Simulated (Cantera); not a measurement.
Ignition delay

Mixture: 8.52 % CH4, 6.30 % H2, 22.4 % O2, 62.8 % N2, at 1.00 bar, adiabatic and at constant pressure. Ignition delay is the time to a rise of 400 K.

Computed with Cantera and GRI-Mech 3.0 (53 species, 325 reactions). Below about 1000 K GRI-Mech 3.0 lacks low-temperature oxidation paths. Below about 950 K walls govern HO2 and H2O2 in real vessels.

```
T0 (K)  delay (ms)
------  ----------
875            773
975           12.5
1075          3.24
1175          1.26
1275         0.554
1375         0.272
1475         0.148
1575        0.0877
```

```json
{
 "apparent activation energy between 1375 and 1575 K": "100 kJ/mol"
}
```
